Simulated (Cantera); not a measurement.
Cantera run, input and output.

```python
import numpy as np
import cantera as ct

gas = ct.Solution("gri30.yaml")
gas.TPX = 525, 420000, {'CH4': 1, 'C2H6': 0.12, 'O2': 3.06, 'N2': 12.6, 'H2O': 1.4}
flame = ct.FreeFlame(gas, width=0.015)
flame.set_refine_criteria(ratio=3, slope=0.08, curve=0.16)
flame.transport_model = "mixture-averaged"
flame.solve(loglevel=0, auto=True)
z, T = flame.grid, flame.T
thick = (T[-1] - T[0]) / np.gradient(T, z).max()
show = ['CH4', 'C2H6', 'O2', 'H2O', 'C2H2', 'CO2']
print(f"laminar burning velocity  {flame.velocity[0] * 100:.3f} cm/s")
print(f"burnt temperature         {T[-1]:.1f} K")
print(f"thermal thickness         {thick * 1e3:.4f} mm")
print(f"grid points               {len(z)}")
z0 = z[flame.heat_release_rate.argmax()]
print(f"{'z/mm':>9s}{'T/K':>9s}{'u/(m/s)':>9s}" + "".join(f"{s:>11s}" for s in show))
rows = []
for k in (-3, -2, -1.5, -1, -0.5, -0.25, 0, 0.25, 0.5, 1, 2, 4, 8):
    zz = z0 + k * thick
    rows.append([k * thick, np.interp(zz, z, T), np.interp(zz, z, flame.velocity),
                 *(np.interp(zz, z, flame.X[gas.species_index(s)]) for s in show)])
    print(f"{rows[-1][0] * 1e3:9.3f}{rows[-1][1]:9.1f}{rows[-1][2]:9.3f}" + "".join(f"{x:11.3e}" for x in rows[-1][3:]))
```

Result:

```
laminar burning velocity  25.399 cm/s
burnt temperature         1948.5 K
thermal thickness         0.2302 mm
grid points               133
     z/mm      T/K  u/(m/s)        CH4       C2H6         O2        H2O       C2H2        CO2
   -0.691    526.1    0.255  5.491e-02  6.596e-03  1.682e-01  7.720e-02  2.161e-08  4.437e-06
   -0.460    535.3    0.259  5.437e-02  6.577e-03  1.674e-01  7.866e-02  2.941e-07  6.541e-05
   -0.345    559.3    0.271  5.314e-02  6.520e-03  1.655e-01  8.204e-02  1.234e-06  2.878e-04
   -0.230    663.7    0.323  4.820e-02  6.154e-03  1.570e-01  9.477e-02  7.109e-06  1.779e-03
   -0.115   1029.6    0.505  3.138e-02  3.959e-03  1.242e-01  1.324e-01  3.900e-05  1.051e-02
   -0.058   1354.7    0.667  1.616e-02  1.513e-03  9.194e-02  1.627e-01  7.996e-05  2.186e-02
    0.000   1672.9    0.824  2.651e-03  5.501e-05  5.791e-02  1.899e-01  9.259e-05  3.912e-02
    0.058   1810.4    0.887  6.241e-05  2.524e-08  4.297e-02  1.984e-01  4.732e-06  5.389e-02
    0.115   1866.5    0.911  1.036e-06  9.326e-12  3.886e-02  2.009e-01  8.114e-08  6.068e-02
    0.230   1913.7    0.931  8.986e-10  2.435e-17  3.638e-02  2.035e-01  1.108e-10  6.500e-02
    0.460   1939.0    0.943  1.069e-13  2.794e-23  3.540e-02  2.053e-01  1.010e-13  6.673e-02
    0.921   1947.2    0.946  1.612e-14  1.871e-26  3.519e-02  2.060e-01  4.476e-16  6.722e-02
    1.841   1948.5    0.947  6.196e-15  2.967e-27  3.517e-02  2.061e-01  4.978e-18  6.730e-02
```

Cantera simulation using GRI-Mech 3.0 (53 species, 325 reactions); the numbers are that mechanism's predictions, not measurements. Burning velocities carry a grid error of a few per cent, more on coarse grids.
